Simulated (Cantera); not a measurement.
A perfectly stirred reactor is fed with CH4 : H2 : O2 : N2 = 1 : 0.39 : 3.99 : 15 (molar parts), equivalence ratio 0.55, at 7500 Torr; it is adiabatic with a 523 K inlet, and is followed from long to short residence time, starting on the burning branch (τ in s: 0.071, 0.029, 0.012, 0.0047, 0.0019, 0.00077, 0.00031, 0.00012, 5e-05, 2e-05, 8.2e-06).

Model: GRI-Mech 3.0 (53 species, 325 reactions), integrated in Cantera.

What does this change do: inlet temperature 523 to 798 K?


```
quantity                                                                        before                               after
------------------------------------------------  ------------------------------------  ----------------------------------
blow-out, bracketed by the residence times tried  burning at 0.310 ms, out at 0.120 ms  burning at 50.0 µs, out at 20.0 µs
x(CH4) at τ = 71.0 ms                                                          5.56e-6                             1.45e-6
x(H2) at τ = 71.0 ms                                                           1.27e-5                             3.88e-5
x(O2) at τ = 71.0 ms                                                            0.0889                              0.0885
x(C2H4) at τ = 71.0 ms                                                         1.83e-9                            4.97e-11
x(CH3) at τ = 71.0 ms                                                          1.04e-6                             4.04e-7
x(CH4) at τ = 0.770 ms                                                        0.000170                             6.39e-5
x(H2) at τ = 0.770 ms                                                         0.000267                            0.000233
x(O2) at τ = 0.770 ms                                                           0.0902                              0.0892
x(C2H4) at τ = 0.770 ms                                                        5.85e-7                             5.40e-8
x(CH3) at τ = 0.770 ms                                                         3.05e-5                             1.75e-5
```

What does this change do: pressure from 7500 Torr to 1650 Torr?


```json
[
 {"quantity": "blow-out, bracketed by the residence times tried", "before": "burning at 0.310 ms, out at 0.120 ms", "after": "burning at 0.120 ms, out at 50.0 µs"},
 {"quantity": "x(CH4) at τ = 71.0 ms", "before": "5.56e-6", "after": "9.55e-6"},
 {"quantity": "x(H2) at τ = 71.0 ms", "before": "1.27e-5", "after": "5.07e-5"},
 {"quantity": "x(O2) at τ = 71.0 ms", "before": "0.0889", "after": "0.0888"},
 {"quantity": "x(C2H4) at τ = 71.0 ms", "before": "1.83e-9", "after": "2.12e-9"},
 {"quantity": "x(CH3) at τ = 71.0 ms", "before": "1.04e-6", "after": "2.10e-6"},
 {"quantity": "x(CH4) at τ = 0.770 ms", "before": "0.000170", "after": "0.000190"},
 {"quantity": "x(H2) at τ = 0.770 ms", "before": "0.000267", "after": "0.000890"},
 {"quantity": "x(O2) at τ = 0.770 ms", "before": "0.0902", "after": "0.0904"},
 {"quantity": "x(C2H4) at τ = 0.770 ms", "before": "5.85e-7", "after": "8.82e-8"},
 {"quantity": "x(CH3) at τ = 0.770 ms", "before": "3.05e-5", "after": "3.00e-5"}
]
```
